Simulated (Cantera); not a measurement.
An adiabatic, constant-volume homogeneous reactor starts with CO : H₂ : O₂ : N₂ = 1 : 0.16 : 0.242 : 0.909 (molar parts), at 1725 K and 2.10 bar. Integrator tolerance rtol = 1e-08.

Computed with Cantera and GRI-Mech 3.0 (53 species, 325 reactions). The hydrogen kinetics of GRI-Mech 3.0 are dated; newer H2 mechanisms differ, most at raised pressure. Above 3000 K some thermodynamic fits are extrapolated.

Q: What does this change do: pressure from 2.10 bar to 1.01 bar?

A: 
| quantity | before | after |
|---|---|---|
| time of steepest temperature rise | 6.82 µs | 13.7 µs |
| temperature at 4.00 s | 3058 K | 2987 K |
| equilibrium temperature | 3058 K | 2987 K |
| x(CO) at 4.00 s | 0.332 (gas-phase equilibrium 0.332) | 0.334 (gas-phase equilibrium 0.334) |
| x(H₂) at 4.00 s | 0.0152 (gas-phase equilibrium 0.0152) | 0.0154 (gas-phase equilibrium 0.0154) |
| x(O₂) at 4.00 s | 0.00819 (gas-phase equilibrium 0.00819) | 0.00964 (gas-phase equilibrium 0.00964) |
| x(CO₂) at 4.00 s | 0.136 (gas-phase equilibrium 0.136) | 0.132 (gas-phase equilibrium 0.132) |
| x(N₂O) at 4.00 s | 5.72e-7 (gas-phase equilibrium 5.72e-7) | 3.89e-7 (gas-phase equilibrium 3.89e-7) |
| x(NO) at 4.00 s | 0.00742 (gas-phase equilibrium 0.00742) | 0.00738 (gas-phase equilibrium 0.00738) |
